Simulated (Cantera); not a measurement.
A closed system holds: 1 mol Ta2O5, 0.46 mol C, 6.8 mol H2, 2 mol CH4.

Cantera equilibrium calculation (NASA polynomials, part measured and part estimated; ideal gas, pure solids and liquids). Candidate condensed phases: C, C6H6, C7H8, C8H18, H2O, Ta, TaC, Ta2O5; 113 gas species. Mutual solubility and eutectic melting of coexisting phases are not modelled. TaC: taken at fixed stoichiometry. Condensed phases not in the tables: Ta2C, N, O or C dissolved in the metal. Equilibrium is a limit: real reactors are often held back by kinetics, nucleation or transport.

Task: What condenses at these points (T in K, P in Pa): (1748, 52); (1523, 1400); (1523, 7200); (1823, 190000); (1598, 10); (1673, 10)?

Result: 
```
T (K)  P in Pa  condensed phases  Ta condensed (%)
-----  -------  ----------------  ----------------
1748        52  Ta + TaC + Ta2O5             100.0
1523      1400       TaC + Ta2O5             100.0
1523      7200       TaC + Ta2O5             100.0
1823    190000       TaC + Ta2O5             100.0
1598        10       TaC + Ta2O5             100.0
1673        10        Ta + Ta2O5             100.0
```
